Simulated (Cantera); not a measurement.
A closed system holds: 1 mol PbS, 1.2 mol H2, equilibrated at 7.50 Torr.

Cantera equilibrium calculation (NASA polynomials, part measured and part estimated; ideal gas, pure solids and liquids). Candidate condensed phases: Pb, PbS, S; 10 gas species. Rates play no part. All values below are at 1777 °C.

Base state: H2 0.443, Pb 0.264, PbS 0.125, S2 0.112, SH 0.0178, H 0.0151, S 0.0147, H2S 0.00767 (mole fractions); condensed: gas only.

### Question
What changes in the equilibrium state with this change: pressure from 7.50 Torr to 1.00 Torr?

### Answer
```csv
species,before,after
H2,0.443,0.408
Pb,0.264,0.310
S2,0.112,0.124
PbS,0.125,0.0564
S,0.0147,0.0421
H,0.0151,0.0397
SH,0.0178,0.0179
H2S,0.00767,0.00271
```
